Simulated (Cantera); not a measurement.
What does this Cantera script print?

```python
import numpy as np
import cantera as ct

gas_names = """
    H HNO HNO2 HNO3 HO2 H2 H2O H2O2 N NH NH2 NH3 NH2OH NO NO2 NO3 N2 N2H2 N2H4 N2O O OH O2 O3 Si SiH
    SiH2 SiH3 SiH4 SiN SiO SiO2 Si2 Si2N Si3
""".split()
cond_names = """
    H2O(s) H2O(L) Si(cr) Si(L) SiO2(Lqz) SiO2(hqz) SiO2(L) Si2N2O(s) Si3N4(a)
""".split()


def load(file, names, dense=False):
    # The tables refer to 1 bar. Condensed volumes are neglected.
    table = {s.name: s for s in ct.Species.list_from_file(file)}
    out = []
    for n in names:
        d = dict(table[n].input_data)
        d["thermo"] = dict(d["thermo"], **{"reference-pressure": 1e5})
        if dense:
            d["equation-of-state"] = {"model": "constant-volume", "density": "1e6 g/cm^3"}
        out.append(ct.Species.from_dict(d))
    return out


gas = ct.Solution(thermo="ideal-gas", species=load("nasa_gas.yaml", gas_names))
cond = {s.name: ct.Solution(thermo="fixed-stoichiometry", species=[s], name=s.name)
        for s in load("nasa_condensed.yaml", cond_names, dense=True)}
atoms = {
    'Si3N4': {'Si': 3, 'N': 4},
    'H2O': {'H': 2, 'O': 1},
    'N2': {'N': 2},
}
top_T = {'Si2N2O(s)': 2100, 'Si3N4(a)': 2400}  # K; cautious upper limits of use, not melting points


def equilibrate(T, P, feed):
    n = {}
    for name, mol in feed.items():
        for a, k in atoms[name].items():
            n[a] = n.get(a, 0.0) + k * mol
    gas.TPX = T, P, n
    mass = sum(n.values()) * gas.mean_molecular_weight
    gas.equilibrate("TP")
    valid = [c for c in cond.values() if c.min_temp <= T <= top_T.get(c.name, c.max_temp)]
    mix = ct.Mixture([(gas, mass / gas.mean_molecular_weight)] + [(c, 0.0) for c in valid])
    mix.T, mix.P = T, P
    mix.equilibrate("TP", solver="vcs", rtol=1e-11, max_steps=5000)
    return mix


results = []
feed = {'Si3N4': 1, 'H2O': 14, 'N2': 44}  # mol
T = 1325  # K
P = 7800  # Pa
mix = equilibrate(T, P, feed)
results.append((T, P, feed, dict(zip(mix.species_names, mix.species_moles))))
print(gas.report(threshold=1e-05))
for i in range(1, mix.n_phases):
    print(f"{mix.phase(i).name:16s} {mix.phase_moles(i):12.5e} mol")
```

Output:

```
       temperature   1325 K
          pressure   7800 Pa
           density   0.01705 kg/m^3
  mean mol. weight   24.081 kg/kmol
   phase of matter   gas

                          1 kg             1 kmol
                     ---------------   ---------------
          enthalpy             40337        9.7136e+05  J
   internal energy       -4.1715e+05       -1.0045e+07  J
           entropy             10770        2.5935e+05  J/K
    Gibbs function        -1.423e+07       -3.4266e+08  J
 heat capacity c_p            1470.2             35403  J/K
 heat capacity c_v            1124.9             27088  J/K

                      mass frac. Y      mole frac. X     chem. pot. / RT
                     ---------------   ---------------   ---------------
                H2         0.0083716          0.099999           -23.103
               H2O          0.099747           0.13333           -52.334
                N2           0.89188           0.76667           -28.456
     [  +32 minor]        2.7561e-07        2.1312e-06

Si(cr)            0.00000e+00 mol
SiO2(hqz)         3.00000e+00 mol
Si2N2O(s)         0.00000e+00 mol
Si3N4(a)          0.00000e+00 mol
```

These are equilibrium values from Cantera (NASA tables, ideal gas, pure condensed phases), not measurements of a reactor. The tables hold silica as quartz up to 1696 K and as liquid above; real silica turns to tridymite and cristobalite and melts near 1996 K. Gases not in the tables: Si(OH)4.
